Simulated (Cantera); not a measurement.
Cantera with NASA thermochemical tables; ideal gases at 1 bar, condensed phases pure. Values are per mole of reaction as written; species without (g) are pure solids or liquids, kept so even where they would boil at 1 bar.

Fe2O3 + 4 OH(g) ⇌ O3(g) + 2 Fe(OH)2

| T (K) | ΔH° (kJ) | ΔS° (J/K) | ΔG° (kJ) | log10 K |
|---|---|---|---|---|
| 300 | -338.4 | -407.5 | -216.1 | 37.63 |
| 575 | ___ | ___ | ___ | ___ |
| 625 | ___ | ___ | ___ | ___ |
| 675 | -334.1 | -398.6 | -65.0 | 5.03 |
| 725 | ___ | ___ | ___ | ___ |
| 775 | -332.9 | -397.0 | -25.2 | 1.70 |
| 825 | -332.4 | -396.3 | -5.4 | 0.34 |
| 875 | -331.8 | -395.7 | 14.4 | -0.86 |
| 925 | -331.1 | -394.9 | 34.2 | -1.93 |
| 975 | -330.2 | -393.9 | 53.9 | -2.89 |
| 1025 | -328.8 | -392.5 | 73.6 | -3.75 |
| 1075 | ___ | ___ | ___ | ___ |

Fill in the missing entries.


- 575, ΔH° (kJ): -335.5
- 575, ΔS° (J/K): -400.8
- 575, ΔG° (kJ): -105.0
- 575, log10 K: 9.54
- 625, ΔH° (kJ): -334.8
- 625, ΔS° (J/K): -399.7
- 625, ΔG° (kJ): -85.0
- 625, log10 K: 7.10
- 725, ΔH° (kJ): -333.5
- 725, ΔS° (J/K): -397.8
- 725, ΔG° (kJ): -45.1
- 725, log10 K: 3.25
- 1075, ΔH° (kJ): -327.2
- 1075, ΔS° (J/K): -391.0
- 1075, ΔG° (kJ): 93.1
- 1075, log10 K: -4.53
